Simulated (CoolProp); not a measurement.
50 sccm (0 °C, 1 atm) of nitrogen bubbles through liquid p-xylene at 292.5 K and leaves saturated at a total pressure of 0.00565 MPa (ideal gas phase). Each further row changes one setting.

Computed with CoolProp (reference Helmholtz-energy equation of state, Zhou 2012).

```csv
case,vapour pressure (kPa),mole fraction of vapour,delivery (mg/min),delivery (sccm),change of delivery for a bath 1 K warmer (%)
as stated,0.845,0.150,41.6,8.79,7.3
bath temperature 297.5 K,1.13,0.201,59.5,12.6,7.5
total pressure 0.0113 MPa,0.845,0.0748,19.1,4.04,6.7
```
